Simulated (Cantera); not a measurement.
An adiabatic, constant-pressure homogeneous reactor starts with C2H4 : O2 : N2 : CO2 = 1 : 1.43 : 5.37 : 1.1 (molar parts), equivalence ratio 2.1, at 1498 K and 500000 Pa.

Computed with Cantera and GRI-Mech 3.0 (53 species, 325 reactions). GRI-Mech 3.0 was tuned for natural gas; its chemistry of ethylene as a main component is partial and can be far from experiment.

Q: Predict: time of steepest temperature rise; temperature at 1.00 s; equilibrium temperature; x(O2) at 1.00 s; x(CO2) at 1.00 s; x(H2O2) at 1.00 s.

A: 
```json
{
  "time_of_steepest_temperature_rise": "7.89 µs",
  "temperature at 1.00 s": "2590 K",
  "equilibrium_temperature": "2590 K",
  "x(O2) at 1.00 s": "5.31e-5 (gas-phase equilibrium 5.31e-5)",
  "x(CO2) at 1.00 s": "0.0642 (gas-phase equilibrium 0.0642)",
  "x(H2O2) at 1.00 s": "1.66e-8 (gas-phase equilibrium 1.66e-8)"
}
```
